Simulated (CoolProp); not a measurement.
Vapour pressure (MPa) of n-perfluorohexane: the reference equation beside estimates from Tc = 448.0 K, pc = 1.742 MPa, ω = 0.497. Clausius-Clapeyron is anchored at 380.2 K with a constant enthalpy of vaporisation of 23.00 kJ/mol.

Computed with CoolProp (reference Helmholtz-energy equation of state, Gao 2022).

```json
[
 {"T (K)": "356.3", "reference": "0.2264", "Lee-Kesler": "0.2275", "Clausius-Clapeyron": "0.2596", "van der Waals": "0.6497", "Redlich-Kwong": "0.4107", "Soave-Redlich-Kwong": "0.2290", "Peng-Robinson": "0.2271"},
 {"T (K)": "364.2", "reference": "0.2813", "Lee-Kesler": "0.2828", "Clausius-Clapeyron": "0.3072", "van der Waals": "0.7188", "Redlich-Kwong": "0.4796", "Soave-Redlich-Kwong": "0.2853", "Peng-Robinson": "0.2825"},
 {"T (K)": "372.2", "reference": "0.3466", "Lee-Kesler": "0.3487", "Clausius-Clapeyron": "0.3617", "van der Waals": "0.7933", "Redlich-Kwong": "0.5570", "Soave-Redlich-Kwong": "0.3526", "Peng-Robinson": "0.3487"},
 {"T (K)": "380.2", "reference": "0.4229", "Lee-Kesler": "0.4256", "Clausius-Clapeyron": "0.4229", "van der Waals": "0.8725", "Redlich-Kwong": "0.6425", "Soave-Redlich-Kwong": "___", "Peng-Robinson": "0.4263"},
 {"T (K)": "388.1", "reference": "0.5103", "Lee-Kesler": "0.5136", "Clausius-Clapeyron": "0.4905", "van der Waals": "0.9553", "Redlich-Kwong": "0.7353", "Soave-Redlich-Kwong": "0.5214", "Peng-Robinson": "0.5152"},
 {"T (K)": "396.1", "reference": "0.6120", "Lee-Kesler": "0.6163", "Clausius-Clapeyron": "0.5664", "van der Waals": "1.044", "Redlich-Kwong": "0.8380", "Soave-Redlich-Kwong": "0.6265", "Peng-Robinson": "0.6193"},
 {"T (K)": "404.1", "reference": "0.7287", "Lee-Kesler": "0.7341", "Clausius-Clapeyron": "0.6504", "van der Waals": "1.138", "Redlich-Kwong": "0.9498", "Soave-Redlich-Kwong": "0.7469", "Peng-Robinson": "0.7387"},
 {"T (K)": "412", "reference": "0.8602", "Lee-Kesler": "0.8670", "Clausius-Clapeyron": "0.7417", "van der Waals": "___", "Redlich-Kwong": "1.070", "Soave-Redlich-Kwong": "0.8820", "Peng-Robinson": "___"},
 {"T (K)": "420", "reference": "1.012", "Lee-Kesler": "1.020", "Clausius-Clapeyron": "0.8429", "van der Waals": "1.338", "Redlich-Kwong": "1.201", "Soave-Redlich-Kwong": "1.037", "Peng-Robinson": "1.028"}
]
```

Task: Some entries are withheld; supply them.

Result: 
- 380.2, Soave-Redlich-Kwong: 0.4313
- 412, van der Waals: 1.235
- 412, Peng-Robinson: 0.8732

Absolute difference from the reference over all 9 rows, mean and median: Lee-Kesler 0.7 and 0.6 %, Clausius-Clapeyron 9.0 and 9.2 %, van der Waals 96.4 and 87.2 %, Redlich-Kwong 46.6 and 44.1 %, Soave-Redlich-Kwong 2.0 and 2.2 %, Peng-Robinson 1.0 and 1.0 %.
